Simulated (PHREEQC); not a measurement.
Solution (25 °C and 10 atm): 2.5 mol LiBr, 0.12 mol CaCl2 and 0.76 mol MgCl2 per kg of water. Closed to the air; pH follows from the charge balance.

Equilibrium calculation in PHREEQC: Pitzer model, pitzer.dat.

Problem. The ionic strength comes out as 5.14 mol/kgw. What activity coefficients do Mg+2, Br-, Li+, Ca+2, Cl- get?

Solution. Mg+2 6.6, Br- 0.78, Li+ 4.6, Ca+2 3.8, Cl- 0.60. Single-ion values are on the MacInnes scale.

Precipitation was switched off in this run.
